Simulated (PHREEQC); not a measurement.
Consider water at 20 °C with 0.21 mol/kgw H2SO4 and 0.0045 mol/kgw FeSO4. It is in equilibrium with CO2 at log p = -3.4 (atm). Otherwise closed; pH follows from the charge balance.

Computed with PHREEQC (ion-association model, phreeqc.dat).

### Question
The ionic strength comes out as 0.277 mol/kgw. What activity coefficients do SO4-2, Fe+2, HSO4-, FeHSO4+, H+ get?

### Answer
SO4-2 0.26, Fe+2 0.30, HSO4- 0.74, FeHSO4+ 0.74, H+ 0.79.

No solid was allowed to form. Species that the database lacks are ignored.
